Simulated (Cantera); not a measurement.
A perfectly stirred reactor is fed with CH₄ : H₂ = 1 : 2 (molar parts), at 20.0 Torr; it is held at 1573 K, and followed from long to short residence time.

Computed with Cantera and GRI-Mech 3.0 (53 species, 325 reactions). GRI-Mech 3.0 stops at C3 and has no aromatics, soot or wall deposition, so with more carbon than oxygen in the feed, carbon stays in small species such as C2H2 where larger ones or solid carbon would form. Radical loss at walls, strong at low pressure, is not modelled.

Question: Predict: x(CH₄) at τ = 14.0 s; x(H₂) at τ = 14.0 s; x(CH₂) at τ = 14.0 s; x(C₂H₆) at τ = 14.0 s; x(CH₃) at τ = 14.0 s; x(CH₄) at τ = 0.300 s; x(H₂) at τ = 0.300 s; x(CH₂) at τ = 0.300 s; x(C₂H₆) at τ = 0.300 s; x(CH₃) at τ = 0.300 s.

Answer: x(CH₄) at τ = 14.0 s: 0.0611
x(H₂) at τ = 14.0 s: 0.836
x(CH₂) at τ = 14.0 s: 4.45e-8
x(C₂H₆) at τ = 14.0 s: 6.89e-6
x(CH₃) at τ = 14.0 s: 0.000259
x(CH₄) at τ = 0.300 s: 0.273
x(H₂) at τ = 0.300 s: 0.703
x(CH₂) at τ = 0.300 s: 9.46e-8
x(C₂H₆) at τ = 0.300 s: 8.55e-5
x(CH₃) at τ = 0.300 s: 0.000832
